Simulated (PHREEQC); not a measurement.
Make-up at 25 °C: 0.15 mol/kgw CsOH, 0.02 mol/kgw CO2 and 0.0025 mol/kgw (CH3)4NCl. Closed to the air; pH follows from the charge balance.

Computed with PHREEQC (ion-association model, wateq4f.dat).

Task: The ionic strength comes out as 0.172 mol/kgw. What activity coefficients do Cl-, OH-, CO3-2, HCO3-, Cs+ get?

Result: Cl- 0.72, OH- 0.72, CO3-2 0.33, HCO3- 0.76, Cs+ 0.75.

This is a speciation only: nothing precipitates in the calculation. (CH3)4N+ isn't in the database: it is added as a free cation with an ion size of 4 Å.
